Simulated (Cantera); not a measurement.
Mixture: 27.5 % H₂, 12.5 % O₂, 60.0 % N₂, equivalence ratio 1.1, at 750 Torr, adiabatic and at constant pressure. Ignition delay is the time to a rise of 400 K.

Detailed kinetics in Cantera: the H2/O2 subset of GRI-Mech 3.0, which has no nitrogen chemistry. Where the delays flatten at high temperature, the 400 K rule measures the pace of heat release, not the induction time.

### Question
Predict: delay at 1225 K; delay at 1325 K; delay at 1425 K; delay at 1525 K; delay at 1625 K.

### Answer
```json
{
 "delay at 1225 K": "49.3 µs",
 "delay at 1325 K": "33.4 µs",
 "delay at 1425 K": "25.8 µs",
 "delay at 1525 K": "22.2 µs",
 "delay at 1625 K": "20.9 µs"
}
```
